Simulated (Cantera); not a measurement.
Standard-state values (1 bar) from the NASA 1993 polynomials, evaluated with Cantera. Values are per mole of reaction as written; species without (g) are pure solids or liquids, kept so even where they would boil at 1 bar.

Between 1073 and 2573 K, where is each reaction favourable under standard conditions?
- 2 VO2(g) + N2O(g) ⇌ 2 N(g) + V2O5


- 2 VO2(g) + N2O(g) ⇌ 2 N(g) + V2O5: ΔG° is 73 kJ at 1073 K and 287 kJ at 2573 K; it stays positive (K < 1). ΔH° is -26 kJ and ΔS° -122 J/K at 2573 K.
